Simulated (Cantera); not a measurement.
A freely propagating, adiabatic, planar premixed flame of CH4 : C2H6 : O2 : N2 = 1 : 0.23 : 2 : 9.62 (molar parts), unburnt at 325 K and 0.640 bar; mixture-averaged transport, grid criteria slope 0.08 and curve 0.16, no radiation.

Model: GRI-Mech 3.0 (53 species, 325 reactions), integrated in Cantera. Burning velocities carry a grid error of a few per cent, more on coarse grids.

### Question
How do the results move with these cheaper or finer settings: unity-Lewis-number transport; multicomponent transport; multicomponent+Soret transport; grid criteria slope 0.5, curve 1; grid criteria slope 0.25, curve 0.5; grid criteria slope 0.03, curve 0.06?

### Answer
```
setting                               laminar burning velocity  thermal thickness  peak x(CH2CO)  peak x(C2H4)  grid points
------------------------------------  ------------------------  -----------------  -------------  ------------  -----------
as above                                             10.6 cm/s            2.10 mm       0.000469       0.00359          131
unity-Lewis-number transport                         8.58 cm/s            2.40 mm       0.000325       0.00274          135
multicomponent transport                             10.7 cm/s            2.12 mm       0.000473       0.00362          132
multicomponent+Soret transport                       10.8 cm/s            2.07 mm       0.000471       0.00361          133
grid criteria slope 0.5, curve 1                     11.5 cm/s            2.30 mm       0.000462       0.00359           27
grid criteria slope 0.25, curve 0.5                  10.8 cm/s            2.18 mm       0.000468       0.00359           50
grid criteria slope 0.03, curve 0.06                 10.5 cm/s            2.08 mm       0.000468       0.00358          309
```
The base run took very roughly 2.9 core-seconds.
Unity Lewis numbers drop preferential diffusion, which matters most where H2 and H carry the flame; Soret adds thermal diffusion.
